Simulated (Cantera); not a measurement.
A perfectly stirred reactor is fed with H₂ : O₂ : N₂ = 1 : 0.5 : 1.88 (molar parts), at 1.00 atm; it is adiabatic with a 525 K inlet, and is followed from long to short residence time, starting on the burning branch (τ in s: 0.19, 0.074, 0.028, 0.011, 0.0041, 0.0016, 0.00061, 0.00023, 8.9e-05, 3.4e-05, 1.3e-05, 5e-06).

Computed with Cantera and GRI-Mech 3.0 (53 species, 325 reactions).

One state of this run: T (K) = 2459; x H₂ = 0.0240; x O₂ = 0.00847; x H₂O₂ = 1.93e-7; x O = 0.00157; x H = 0.00473; x NO = 0.00190; x H₂O = 0.308. x: mole fraction; the columns are a selection and need not sum to one.

### Question
Which value of τ (s) does it belong to?
(A) 5.0e-6
(B) 0.011
(C) 0.074
(D) 0.19

### Answer
B, 0.011
